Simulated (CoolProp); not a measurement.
Vapour-liquid equilibrium of hydrogen sulfide (1) + propane (2) at 216.5 K; x and y are mole fractions of (1).

Values from CoolProp's multi-fluid Helmholtz-energy mixture model, Lemmon 2006 and Lemmon 2009; pair parameters Kunz 2012.

```
x     bubble pressure, mixture model (MPa)  bubble pressure, Raoult's law (MPa)  y, mixture model  y, Raoult's law
----  ------------------------------------  -----------------------------------  ----------------  ---------------
0.05                               0.07182                              0.05435             0.319            0.112
0.15                                0.1002                              0.06142             0.547            0.297
0.25                                0.1164                              0.06848             0.635            0.443
0.35                                0.1254                              0.07555             0.680            0.563
0.45                                0.1303                              0.08261             0.706            0.662
0.55                                0.1330                              0.08968             0.725            0.745
0.65                                0.1346                              0.09674             0.742            0.816
0.75                                0.1355                               0.1038             0.765            0.878
0.85                                0.1348                               0.1109             0.806            0.931
0.95                                0.1290                               0.1179             0.901            0.978
```

The largest gap from Raoult's law is +70.0 % in bubble pressure, at x = 0.25. y crosses x between x = 0.75 and 0.85: the model has an azeotrope there.

Pair parameters are fitted to limited data, so mixtures are less certain than the pure fluids. With so large a gap from Raoult's law the liquid may split in two, which this calculation doesn't test in full.
